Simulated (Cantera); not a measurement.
**toluene + NH3 (carbon deposition, reforming and gasification)**

Feed: 1 mol toluene, 0.015 mol NH3, held at 2273 K.

These are equilibrium values from Cantera (NASA tables, ideal gas, pure condensed phases), not measurements of a reactor. Candidate condensed phases: C, C6H6, C7H8, C8H18; 92 gas species. The ideal-gas law is rough above about 30 bar. Rates play no part.

From 10.0 Pa to 1.00e7 Pa the condensed part is C(graphite). The main C-bearing gas is C2H2 (acetylene) at 10.0 Pa and CH4 at 1.00e7 Pa. The share of C in condensed phases is highest at 10.0 Pa (99.6 %) and lowest at 1.00e7 Pa (98.2 %).

```csv
P (Pa),x H2,x H,x CH4,x C2H2 (acetylene),x HCN,n C(graphite)
10,0.439,0.557,4.36e-9,0.00166,0.000758,6.97
160,0.806,0.189,2.35e-7,0.00304,0.00111,6.97
2500,0.942,0.0516,5.01e-6,0.00355,0.00124,6.96
40000,0.980,0.0132,8.68e-5,0.00370,0.00128,6.96
630000,0.989,0.00333,0.00139,0.00373,0.00128,6.96
10000000,0.971,0.000828,0.0213,0.00366,0.00128,6.87
```
x: gas mole fraction; n: condensed amount in mol.
